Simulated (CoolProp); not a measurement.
The fluid at 293.15 K and 4.19 MPa (liquid) is heated at constant pressure to 413.4 K. The same conditions are run with several fluids, on thermodynamics alone (safety and materials aside).

Values from CoolProp's reference Helmholtz-energy equation of state of each fluid (n-decane: Lemmon 2006; benzene: Thol 2012; R1224YDZ: Akasaka 2023; R114: Platzer 1990; chlorine: Thol 2021). The equations of Platzer and Polt are older, rougher fits.

**Question.** Rank n-decane, benzene, R1224YDZ, R114, chlorine by heat (kJ/kg), highest first.

**Answer.** n-decane (289), chlorine (286), benzene (229), R1224YDZ (154), R114 (133)

```
fluid     final phase  final density (kg/m³)
--------  -----------  ---------------------
n-decane       liquid                    641
benzene        liquid                    750
R1224YDZ       liquid                    959
R114           liquid                    979
chlorine          gas                    110
```
